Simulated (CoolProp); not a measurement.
Vapour-liquid equilibrium of sulfur hexafluoride (1) + CH2F2 (R32) (2) at 1.73 MPa; x and y are mole fractions of (1).

The numbers come from the multi-fluid Helmholtz-energy mixture model, Guder 2009 and Tillner-Roth 1997; pair parameters Bell 2016 in CoolProp.

```json
[
 {"x": "0.05", "bubble temperature (K)": "291.1", "y at the bubble point": "0.188", "dew temperature at overall composition x (K)": "297.0", "liquid density (mol/L)": "18.04"},
 {"x": "0.15", "bubble temperature (K)": "281.8", "y at the bubble point": "0.395", "dew temperature at overall composition x (K)": "292.8", "liquid density (mol/L)": "16.97"},
 {"x": "0.25", "bubble temperature (K)": "277.7", "y at the bubble point": "0.483", "dew temperature at overall composition x (K)": "288.4", "liquid density (mol/L)": "15.74"},
 {"x": "0.35", "bubble temperature (K)": "276.0", "y at the bubble point": "0.528", "dew temperature at overall composition x (K)": "283.8", "liquid density (mol/L)": "14.56"},
 {"x": "0.45", "bubble temperature (K)": "275.1", "y at the bubble point": "0.558", "dew temperature at overall composition x (K)": "279.2", "liquid density (mol/L)": "13.53"},
 {"x": "0.55", "bubble temperature (K)": "274.6", "y at the bubble point": "0.588", "dew temperature at overall composition x (K)": "275.3", "liquid density (mol/L)": "12.66"},
 {"x": "0.65", "bubble temperature (K)": "274.6", "y at the bubble point": "0.624", "dew temperature at overall composition x (K)": "274.9", "liquid density (mol/L)": "11.95"},
 {"x": "0.75", "bubble temperature (K)": "275.2", "y at the bubble point": "0.675", "dew temperature at overall composition x (K)": "277.0", "liquid density (mol/L)": "11.37"},
 {"x": "0.85", "bubble temperature (K)": "277.2", "y at the bubble point": "0.755", "dew temperature at overall composition x (K)": "280.1", "liquid density (mol/L)": "10.86"},
 {"x": "0.95", "bubble temperature (K)": "281.6", "y at the bubble point": "0.894", "dew temperature at overall composition x (K)": "283.6", "liquid density (mol/L)": "10.33"}
]
```

y crosses x between x = 0.55 and 0.65: the model has an azeotrope there.

The pair parameters rest on a limited set of measurements; away from them the model extrapolates. With so large a gap from Raoult's law the liquid may split in two, which this calculation doesn't test in full.
